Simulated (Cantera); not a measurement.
# SiO2 + H2 + N2 (hydrogen reduction and annealing atmospheres)

Charge: 1 mol SiO2, 4.4 mol H2, 0.9 mol N2, at 6800 Pa.

These are equilibrium values from Cantera (NASA tables, ideal gas, pure condensed phases), not measurements of a reactor. Candidate condensed phases: H2O, Si, SiO2, Si2N2O, Si3N4; 35 gas species. N2 is the only nitrogen source here; it is nearly inert below about 1500 K, so the nitride shown seldom forms there in practice. Mutual solubility and eutectic melting of coexisting phases are not modelled. The tables hold silica as quartz up to 1696 K and as liquid above; real silica turns to tridymite and cristobalite and melts near 1996 K. The numbers say what is thermodynamically allowed, not how fast it happens.

From 650 K to 800 K the condensed part is SiO2(α-quartz). From 850 K to 1000 K the condensed part is SiO2(β-quartz). From 1050 K to 1150 K the condensed part is SiO2(β-quartz) + Si2N2O(s).

```csv
T (K),log p H2,log p N2,log p NH3,log p H2O,n SiO2(α-quartz),n SiO2(β-quartz),n Si2N2O(s)
650,-1.25,-1.94,-4.57,-6.96,1.000,0,0
700,-1.25,-1.94,-4.87,-6.70,1.000,0,0
750,-1.25,-1.94,-5.13,-6.47,1.000,0,0
800,-1.25,-1.94,-5.37,-6.28,1.000,0,0
850,-1.25,-1.94,-5.57,-6.11,0,1.000,0
900,-1.25,-1.94,-5.76,-5.96,0,1.000,0
950,-1.25,-1.94,-5.93,-5.84,0,1.000,0
1000,-1.25,-1.94,-6.08,-5.72,0,1.000,0
1050,-1.25,-1.94,-6.21,-5.62,0,1.000,6.30e-5
1100,-1.25,-1.94,-6.34,-5.52,0,1.000,7.83e-5
1150,-1.25,-1.94,-6.45,-5.44,0,1.000,9.52e-5
```
log p: log10 of the partial pressure in bar; n: condensed amount in mol.
